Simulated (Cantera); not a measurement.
## Equilibrium for halide evaporation, hydrolysis and transport: NaBr + H₂ + N₂

Input: 1 mol NaBr, 4.8 mol H₂, a varied amount of N₂, equilibrated at 1498.15 K and 0.0170 bar.

Cantera equilibrium calculation (NASA polynomials, part measured and part estimated; ideal gas, pure solids and liquids). Candidate condensed phases: Br₂, Na, NaBr; 16 gas species. Gases not in the tables: NaBr and NaI dimers. Kinetics and transport are ignored.

```json
[
 {"n(N₂) (mol)": "33", "x N₂": "0.850", "x H₂": "0.123", "x NaBr": "0.0251", "x Na": "0.000710", "x HBr": "0.000684"},
 {"n(N₂) (mol)": "42", "x N₂": "0.878", "x H₂": "0.100", "x NaBr": "0.0203", "x Na": "0.000608", "x HBr": "0.000584"},
 {"n(N₂) (mol)": "52", "x N₂": "0.899", "x H₂": "0.0827", "x NaBr": "0.0168", "x Na": "0.000528", "x HBr": "0.000505"},
 {"n(N₂) (mol)": "64", "x N₂": "0.917", "x H₂": "0.0685", "x NaBr": "0.0139", "x Na": "0.000459", "x HBr": "0.000437"},
 {"n(N₂) (mol)": "80", "x N₂": "0.932", "x H₂": "0.0557", "x NaBr": "0.0113", "x Na": "0.000394", "x HBr": "0.000373"},
 {"n(N₂) (mol)": "100", "x N₂": "0.945", "x H₂": "0.0452", "x NaBr": "0.00911", "x Na": "0.000337", "x HBr": "0.000317"},
 {"n(N₂) (mol)": "120", "x N₂": "0.954", "x H₂": "0.0380", "x NaBr": "0.00765", "x Na": "0.000297", "x HBr": "0.000278"},
 {"n(N₂) (mol)": "150", "x N₂": "0.963", "x H₂": "0.0307", "x NaBr": "0.00616", "x Na": "0.000253", "x HBr": "0.000235"},
 {"n(N₂) (mol)": "190", "x N₂": "0.970", "x H₂": "0.0244", "x NaBr": "0.00489", "x Na": "0.000214", "x HBr": "0.000197"},
 {"n(N₂) (mol)": "240", "x N₂": "0.976", "x H₂": "0.0194", "x NaBr": "0.00389", "x Na": "0.000181", "x HBr": "0.000165"},
 {"n(N₂) (mol)": "300", "x N₂": "0.981", "x H₂": "0.0156", "x NaBr": "0.00312", "x Na": "0.000154", "x HBr": "0.000139"},
 {"n(N₂) (mol)": "370", "x N₂": "0.984", "x H₂": "0.0127", "x NaBr": "0.00253", "x Na": "0.000133", "x HBr": "0.000119"}
]
```
x: gas mole fraction; nothing condenses.

From 33 mol N₂ to 370 mol N₂ nothing is condensed.
